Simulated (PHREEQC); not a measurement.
**Sulfide liquor: an equilibrium model**

Dissolve 19 mmol/kgw NaHS and 1.6 mmol/kgw NaOH at 45 °C. Closed to the air; pH follows from the charge balance.

All values are PHREEQC results (ion-association model, wateq4f.dat), not measurements.

This is a speciation only: nothing precipitates in the calculation.

### Question
What pH, ionic strength does the model give?

### Answer
pH 10.44; ionic strength 0.0209 mol/kgw.

Complexes and solids missing from the database can't appear. Away from 25 °C the constants follow the database's enthalpies or fits; those with neither stay at their 25 °C values. The polysulfide entries of wateq4f.dat were taken out for this run.
